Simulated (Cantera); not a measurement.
**Thermodynamics of carbon deposition, reforming and gasification, feed CO + CO2**

Feed: 1 mol CO, 1.2 mol CO2, equilibrated at 0.0240 bar.

These are equilibrium values from Cantera (NASA tables, ideal gas, pure condensed phases), not measurements of a reactor. Candidate condensed phases: C; 23 gas species. Ions and electrons are included (thermal ionisation). Kinetics and transport are ignored.

| T (K) | log p CO | log p CO2 | log p O | log p O2 | log p C |
|---|---|---|---|---|---|
| 2500 | -1.90 | -1.99 | -3.36 | -3.05 | <-13 |
| 2750 | -1.83 | -2.28 | -2.71 | -2.72 | -12.49 |
| 3000 | -1.80 | -2.71 | -2.34 | -2.79 | -11.10 |
| 3250 | -1.80 | -3.25 | -2.16 | -3.12 | -9.81 |
| 3500 | -1.81 | -3.80 | -2.10 | -3.59 | -8.62 |
| 3750 | -1.81 | -4.30 | -2.08 | -4.06 | -7.55 |
| 4000 | -1.81 | -4.75 | -2.08 | -4.50 | -6.60 |
| 4250 | -1.81 | -5.16 | -2.07 | -4.89 | -5.75 |
| 4500 | -1.81 | -5.51 | -2.07 | -5.24 | -5.00 |
| 4750 | -1.81 | -5.83 | -2.07 | -5.55 | -4.33 |
| 5000 | -1.82 | -6.12 | -2.07 | -5.82 | -3.73 |
log p: log10 of the partial pressure in bar; nothing condenses.

From 2500 K to 5000 K nothing is condensed. The main C-bearing gas is CO throughout.
